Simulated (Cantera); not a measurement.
An isothermal, constant-pressure homogeneous reactor starts with CO : O2 : H2O : N2 = 0.022 : 0.02 : 0.019 : 1 (molar parts), at 1475 K and 100.0 Torr.

Detailed kinetics in Cantera: GRI-Mech 3.0 (53 species, 325 reactions).

x: mole fraction; the columns are a selection and need not sum to one.

| t (s) | x CO | x O2 | x H2O | x CO2 | x O |
|---|---|---|---|---|---|
| 2.00e-6 | 0.0207 | 0.0189 | 0.0179 | 1.76e-10 | 1.75e-10 |
| 6.91e-6 | 0.0207 | 0.0189 | 0.0179 | 6.09e-10 | 6.04e-10 |
| 2.39e-5 | 0.0207 | 0.0189 | 0.0179 | (withheld) | (withheld) |
| 8.25e-5 | 0.0207 | 0.0189 | 0.0179 | 7.60e-9 | 6.83e-9 |
| 0.000285 | 0.0207 | 0.0189 | 0.0179 | 3.35e-8 | 2.33e-8 |
| 0.000985 | 0.0207 | 0.0188 | 0.0179 | 4.35e-7 | 2.08e-7 |
| 0.00340 | 0.0203 | 0.0186 | 0.0177 | 0.000436 | 0.000185 |
| 0.0118 | 0.00491 | 0.0112 | 0.0137 | 0.0159 | 0.00268 |
| 0.0406 | 0.00252 | 0.00985 | 0.0161 | 0.0184 | 0.00108 |
| 0.140 | (withheld) | 0.00884 | 0.0176 | 0.0203 | (withheld) |
| 0.485 | 9.55e-5 | 0.00858 | 0.0180 | 0.0209 | 3.14e-5 |
| 1.68 | 1.24e-5 | 0.00856 | 0.0181 | 0.0209 | 4.15e-6 |
| 5.79 | 2.81e-6 | 0.00856 | 0.0181 | 0.0209 | 9.73e-7 |
| 20.0 | 2.09e-6 | 0.00856 | 0.0181 | 0.0210 | 7.33e-7 |

Question: Some entries are withheld; supply them.

Answer: 
- 2.39e-5, x CO2: 2.12e-9
- 2.39e-5, x O: 2.06e-9
- 0.140, x CO: 0.000670
- 0.140, x O: 0.000233
